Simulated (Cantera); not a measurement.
An adiabatic, constant-pressure homogeneous reactor starts with H2 : O2 : N2 : H2O = 1 : 0.649 : 2.44 : 0.099 (molar parts), equivalence ratio 0.77, at 1648 K and 2600000 Pa.

Computed with Cantera and GRI-Mech 3.0 (53 species, 325 reactions). The hydrogen kinetics of GRI-Mech 3.0 are dated; newer H2 mechanisms differ, most at raised pressure. The pressure lies above the range GRI-Mech 3.0 was tuned for (to about 10 atm). Above 3000 K some thermodynamic fits are extrapolated.

### Question
Predict: time of steepest temperature rise; temperature at 0.100 s; equilibrium temperature; x(H2) at 0.100 s; x(O2) at 0.100 s; x(H2O) at 0.100 s; x(HO2) at 0.100 s; x(O) at 0.100 s; x(NO) at 0.100 s.

### Answer
| Property | Value |
|---|---|
| time of steepest temperature rise | 0.442 µs |
| temperature at 0.100 s | 3008 K |
| equilibrium temperature | 3008 K |
| x(H2) at 0.100 s | 0.0137 (gas-phase equilibrium 0.0137) |
| x(O2) at 0.100 s | 0.0310 (gas-phase equilibrium 0.0310) |
| x(H2O) at 0.100 s | 0.265 (gas-phase equilibrium 0.265) |
| x(HO2) at 0.100 s | 3.76e-5 (gas-phase equilibrium 3.76e-5) |
| x(O) at 0.100 s | 0.00404 (gas-phase equilibrium 0.00404) |
| x(NO) at 0.100 s | 0.0168 (gas-phase equilibrium 0.0168) |
